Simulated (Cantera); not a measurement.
Input: 1 mol Al2O3, 0.012 mol Cl2, 0.028 mol O2, 0.056 mol H2O, held at 452 °C and 1330 Pa.

Equilibrium computed with Cantera from the NASA thermochemical tables; the gas is ideal and each condensed phase is pure. Candidate condensed phases: Al, AlCl3, Al2O3, H2O; 29 gas species. Condensed phases not in the tables: AlOCl. Equilibrium is a limit: real reactors are often held back by kinetics, nucleation or transport.

Base state: H2O 0.462, O2 0.325, HCl 0.188, Cl2 0.0250 (mole fractions); condensed: Al2O3(s).

Problem. What changes in the equilibrium state with this change: temperature from 452 °C to 1227 °C?

Solution. 
```tsv
species	before	after
H2O	0.462	0.434
O2	0.325	0.330
HCl	0.188	0.226
Cl2	0.0250	0.000244
OH	<1e-9	0.000537
O	<1e-9	2.02e-5
H2	<1e-9	1.24e-5
Al2O3(s), mol	1.00	1.00
```
